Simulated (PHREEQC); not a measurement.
Solution (34 °C): 0.036 mol KOH, 0.0019 mol Na2SO4 and 0.026 mol LiCl per kg of water. Closed to the air; pH follows from the charge balance.

The numbers come from PHREEQC with the Pitzer model, pitzer.dat.

Problem. The ionic strength comes out as 0.0677 mol/kgw. What activity coefficients do K+, Na+, Li+, SO4-2, OH- get?

Solution. K+ 0.80, Na+ 0.80, Li+ 0.80, SO4-2 0.37, OH- 0.79. Single-ion values are on the MacInnes scale.

Precipitation was switched off in this run. Species that the database lacks are ignored.
